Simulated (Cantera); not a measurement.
A closed system holds: 1 mol V2O3, 50 mol H2, 0.15 mol H2O.

Equilibrium computed with Cantera from the NASA thermochemical tables; the gas is ideal and each condensed phase is pure. Candidate condensed phases: H2O, V, VO, V2O3, V2O4, V2O5; 12 gas species. Mutual solubility and eutectic melting of coexisting phases are not modelled. VO: taken at fixed stoichiometry. Condensed phases not in the tables: the oxides between V2O3 and V2O5 other than VO2. Kinetics and transport are ignored.

Stable condensed phases, one row left out:

```
T in K \ P in Pa
              10      36     130     460    1700    6000   22000   77000  280000 1000000
   1875        A       A       B       B       B       B       B       B       B       B
   1825        B       B       B       B       B       B       B       B       B       B
   1800        B       B       B       B       B       B       B       B       B       B
   1775        B       B       B       B       B       B       B       B       B       B
   1750        B       B       B       B       B       B       B       B       B       B
   1725        B       B       B       B       B       B       B       B       B       B
   1700        B       B       B       B       B       B       B       B       B       B
   1675        B       B       B       B       B       B       B       B       B       B
```

A: VO; B: VO + V2O3.

Q: Give the row for 1850 K.

A: 10: VO; 36: VO + V2O3; 130: VO + V2O3; 460: VO + V2O3; 1700: VO + V2O3; 6000: VO + V2O3; 22000: VO + V2O3; 77000: VO + V2O3; 280000: VO + V2O3; 1000000: VO + V2O3.
